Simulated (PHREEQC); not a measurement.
Consider water at 20 °C with 2.2 mol/kgw NaBr and 0.03 mol/kgw Na2SO4. It is in equilibrium with CO2 at log p = 0 (atm). Otherwise closed; pH follows from the charge balance.

The numbers come from PHREEQC with the Pitzer model, pitzer.dat.

**Question.** The ionic strength comes out as 2.29 mol/kgw. What activity coefficients do HSO4-, HCO3-, Br-, SO4-2, H+ get?

**Answer.** HSO4- 0.55, HCO3- 0.38, Br- 0.62, SO4-2 0.024, H+ 1.6. Single-ion values are on the MacInnes scale.

Precipitation was switched off in this run. In brines, pH and single-ion activities rest on the MacInnes convention.
